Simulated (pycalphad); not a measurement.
All values are pycalphad results on the COST 507 light-alloy database (1999) (1 atm), not direct measurements. These are 1990s assessments: newer ones move some temperatures and phases. Phase fractions are per mole of atoms.

Question: Give the equilibrium state of Mg-0.1271Si (wt.%) at 527 °C.

Answer: hcp, fraction 0.997, with <0.01 Si wt.%; MG2SI, fraction 0.003, with 36.6 Si wt.%.

Database names, with the compositions (at.%) that they take in these runs: MG2SI: Mg 67 Si 33.
